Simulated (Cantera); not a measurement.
An adiabatic, constant-pressure homogeneous reactor starts with 28.7 % CO, 13.2 % H2, 2.41 % CH4, 11.7 % O2, 43.9 % N2, at 1350 K and 0.370 bar.

Cantera simulation using GRI-Mech 3.0 (53 species, 325 reactions); the numbers are that mechanism's predictions, not measurements.

Question: Predict: time of steepest temperature rise; temperature at 5.00 s; equilibrium temperature; x(CO) at 5.00 s; x(H2) at 5.00 s; x(HO2) at 5.00 s; x(NO) at 5.00 s.

Answer: 
- time of steepest temperature rise: 0.144 ms
- temperature at 5.00 s: 2624 K
- equilibrium temperature: 2624 K
- x(CO) at 5.00 s: 0.245 (gas-phase equilibrium 0.245)
- x(H2) at 5.00 s: 0.0550 (gas-phase equilibrium 0.0550)
- x(HO2) at 5.00 s: 4.17e-7 (gas-phase equilibrium 4.17e-7)
- x(NO) at 5.00 s: 0.00185 (gas-phase equilibrium 0.00185)
